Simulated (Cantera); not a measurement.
A closed system holds: 1 mol FeCl3, 4.5 mol H2O, 14 mol H2, equilibrated at 1400 K and 1200 Pa.

These are equilibrium values from Cantera (NASA tables, ideal gas, pure condensed phases), not measurements of a reactor. Candidate condensed phases: Fe, FeCl2, FeCl3, FeO, Fe(OH)2, Fe(OH)3, Fe2O3, Fe3O4, H2O; 22 gas species. Equilibrium is a limit: real reactors are often held back by kinetics, nucleation or transport.

Base state: H2 0.639, H2O 0.225, HCl 0.121, FeCl2 0.0143, H 3.55e-5 (mole fractions); condensed: Fe(γ).

Task: What changes in the equilibrium state with this change: temperature from 1400 K to 1323.15 K?

Result: 
```tsv
species	before	after
H2	0.639	0.644
H2O	0.225	0.218
HCl	0.121	0.125
FeCl2	0.0143	0.0126
H	3.55e-5	1.16e-5
Fe(γ), mol	0.715	0.616
FeO(s), mol	0	0.132
```
Mutual solubility and eutectic melting of coexisting phases are not modelled. The tables' stoichiometric FeO is somewhat more stable than real wüstite, so its field is too wide. FeO: taken at fixed stoichiometry.
